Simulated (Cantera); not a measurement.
A closed system holds: 1 mol H2O, 0.16 mol H2, at 26.0 bar.

Method: chemical equilibrium by Gibbs-energy minimisation in Cantera with the NASA 1993 tables (ideal gas, pure condensed phases). Candidate condensed phases: H2O; 22 gas species. Ions and electrons are included (thermal ionisation). Equilibrium is a limit: real reactors are often held back by kinetics, nucleation or transport. All values below are at 3750 K.

Base state: H2O 0.525, H2 0.212, OH 0.117, H 0.0905, O 0.0286, O2 0.0269, HO2 0.000141, H2O2 1.92e-5 (mole fractions); condensed: gas only.

Q: What changes in the equilibrium state with this change: H2 from 0.16 to 0.069 mol?

A: 
```json
[
 {"species": "H2O", "before": "0.525", "after": "0.533"},
 {"species": "H2", "before": "0.212", "after": "0.183"},
 {"species": "OH", "before": "0.117", "after": "0.128"},
 {"species": "O2", "before": "0.0269", "after": "0.0372"},
 {"species": "O", "before": "0.0286", "after": "0.0336"},
 {"species": "H", "before": "0.0905", "after": "0.0842"},
 {"species": "HO2", "before": "0.000141", "after": "0.000181"},
 {"species": "H2O2", "before": "1.92e-5", "after": "2.30e-5"}
]
```

Q: What changes in the equilibrium state with this change: H2 from 0.16 to 0.82 mol?

A: 
```json
[
 {"species": "H2O", "before": "0.525", "after": "0.402"},
 {"species": "H2", "before": "0.212", "after": "0.393"},
 {"species": "H", "before": "0.0905", "after": "0.123"},
 {"species": "OH", "before": "0.117", "after": "0.0659"},
 {"species": "O2", "before": "0.0269", "after": "0.00459"},
 {"species": "O", "before": "0.0286", "after": "0.0118"},
 {"species": "HO2", "before": "0.000141", "after": "3.26e-5"},
 {"species": "H2O2", "before": "1.92e-5", "after": "6.07e-6"}
]
```
